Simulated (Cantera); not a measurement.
Input: 1 mol B₂O₃, 1.5 mol N₂, 1.4 mol H₂, 0.39 mol H₂O, equilibrated at 1473 K and 0.0440 bar.

Cantera equilibrium calculation (NASA polynomials, part measured and part estimated; ideal gas, pure solids and liquids). Candidate condensed phases: B, BN, B₂O₃, B₃O₃H₃, H₂O; 39 gas species. Gases not in the tables: H₃BO₃. Rates play no part.

Base state: N₂ 0.449, H₂ 0.419, H₂O 0.102, HBO₂ 0.0290, B₂O₃ 0.000281, HBO 5.47e-5, H 3.90e-5, (HBO₂)₃ 3.41e-5 (mole fractions); condensed: B₂O₃(l).

Q: What changes in the equilibrium state with this change: temperature from 1473 K to 1948.15 K?

A: 
| species | before | after |
|---|---|---|
| N₂ | 0.449 | 0.349 |
| H₂ | 0.419 | 0.309 |
| HBO₂ | 0.0290 | 0.163 |
| B₂O₃ | 0.000281 | 0.142 |
| HBO | 5.47e-5 | 0.0129 |
| H₂O | 0.102 | 0.0180 |
| B₂O₂ | 5.72e-8 | 0.00159 |
| BO | 1.38e-7 | 0.00191 |
| B₂O₃(l), mol | 0.950 | 0 |

Q: What changes in the equilibrium state with this change: pressure from 0.0440 bar to 1.00 bar?

A: 
```
species         before     after
------------  --------  --------
N₂               0.449     0.454
H₂               0.419     0.424
H₂O              0.102     0.115
HBO₂            0.0290   0.00644
NH₃            5.38e-7   1.25e-5
B₂O₃          0.000281   1.24e-5
(HBO₂)₃        3.41e-5  0.000193
HBO            5.47e-5   1.10e-5
H              3.90e-5   8.24e-6
B₂O₃(l), mol     0.950     0.988
```

Q: What changes in the equilibrium state with this change: temperature from 1473 K to 2398 K?

A: 
```
species         before    after
------------  --------  -------
N₂               0.449    0.337
H₂               0.419    0.260
HBO₂            0.0290    0.153
B₂O₃          0.000281    0.118
BO             1.38e-7   0.0305
H              3.90e-5   0.0383
HBO            5.47e-5   0.0199
H₂O              0.102   0.0352
O                <1e-9  9.36e-5
BO₂            8.69e-8  0.00496
B₂O₂           5.72e-8  0.00252
(HBO₂)₃        3.41e-5    <1e-9
NO             2.68e-9  6.22e-5
B₂O₃(l), mol     0.950        0
```
